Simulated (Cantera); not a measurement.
## B + N₂ (boron, boron nitride and boron oxide)

Input: 1 mol B, 11 mol N₂, held at 133 Pa.

Cantera equilibrium calculation (NASA polynomials, part measured and part estimated; ideal gas, pure solids and liquids). Candidate condensed phases: B, BN; 5 gas species. N₂ is the only nitrogen source here; it is nearly inert below about 1500 K, so the nitride shown seldom forms there in practice. The numbers say what is thermodynamically allowed, not how fast it happens.

```csv
T (K),x N₂,x B,x BN,x N,x B₂,n BN(s),n B(l)
1150,1.00,<1e-12,<1e-12,<1e-12,<1e-12,1.00,0
1350,1.00,<1e-12,<1e-12,<1e-12,<1e-12,1.00,0
1550,1.00,2.36e-11,4.30e-12,5.74e-12,<1e-12,1.00,0
1750,1.00,2.99e-8,2.53e-9,4.01e-10,<1e-12,1.00,0
1950,1.000,8.62e-6,3.95e-7,1.18e-8,1.19e-11,1.000,0
2150,0.999,0.000856,2.38e-5,1.85e-7,2.17e-8,0.991,0
2350,0.986,0.0140,0.000255,1.81e-6,1.43e-6,0,0.841
```
x: gas mole fraction; n: condensed amount in mol.

From 1150 K to 2150 K the condensed part is BN(s). At 2350 K the condensed part is B(l).
